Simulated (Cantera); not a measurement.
A freely propagating, adiabatic, planar premixed flame of 26.8 % H₂, 15.4 % O₂, 57.8 % N₂, equivalence ratio 0.87, unburnt at 375 K and 4.93 atm; multicomponent transport, grid criteria slope 0.08 and curve 0.16, no radiation.

Detailed kinetics in Cantera: the H2/O2 subset of GRI-Mech 3.0, which has no nitrogen chemistry. The hydrogen kinetics of GRI-Mech 3.0 are dated; newer H2 mechanisms differ, most at raised pressure. Burning velocities carry a grid error of a few per cent, more on coarse grids.

### Question
Predict: laminar burning velocity; thermal thickness; peak x(OH); peak x(H); peak x(HO₂).

### Answer
```
Item                          Value
------------------------  ---------
laminar burning velocity   209 cm/s
thermal thickness         0.0524 mm
peak x(OH)                   0.0131
peak x(H)                    0.0138
peak x(HO₂)                 0.00105
```
